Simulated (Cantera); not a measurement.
**Ignition delay**

Mixture: CH4 : CO : O2 : N2 : H2 = 1 : 0.26 : 1.94 : 7.28 : 0.02 (molar parts), at 6.02 atm, adiabatic and at constant volume. Ignition delay is the time to a rise of 400 K.

Computed with Cantera and GRI-Mech 3.0 (53 species, 325 reactions).

```json
[
 {"T0 (K)": "1048", "delay (ms)": "59.8"},
 {"T0 (K)": "1123", "delay (ms)": "21.4"},
 {"T0 (K)": "1198", "delay (ms)": "8.06"},
 {"T0 (K)": "1273", "delay (ms)": "3.20"},
 {"T0 (K)": "1348", "delay (ms)": "1.33"},
 {"T0 (K)": "1423", "delay (ms)": "0.586"},
 {"T0 (K)": "1498", "delay (ms)": "0.271"}
]
```

```
Item                                                     Value
--------------------------------------------------  ----------
apparent activation energy between 1348 and 1498 K  180 kJ/mol
```
